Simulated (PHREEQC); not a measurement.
Solution (20 °C): 0.26 mol/kgw CdCl2, 0.00091 mol/kgw NiCl2, 0.11 mol/kgw NaH2PO4, 0.23 mol/kgw Na2SO4 and 0.0056 mol/kgw HCl. Closed to the air; pH follows from the charge balance.

Computed with PHREEQC (ion-association model, wateq4f.dat).

Precipitation was switched off in this run.

### Question
Order these S species by the share of S that they hold, largest first: Cd(SO4)2-2, CdSO4, HSO4-, NaSO4-, SO4-2.

### Answer
SO4-2 (48 %), NaSO4- (22 %), Cd(SO4)2-2 (18 %), CdSO4 (12 %), HSO4- (0.52 %)

The pH is 3.32 and the ionic strength 0.839 mol/kgw. Caution: at this ionic strength the ion-association model is outside its range; a Pitzer model would be the better tool where its parameters exist. H3PO4, which wateq4f.dat lacks, is added to it with the constant of phreeqc.dat. The database has no phosphate complexes of Cd, Ni.
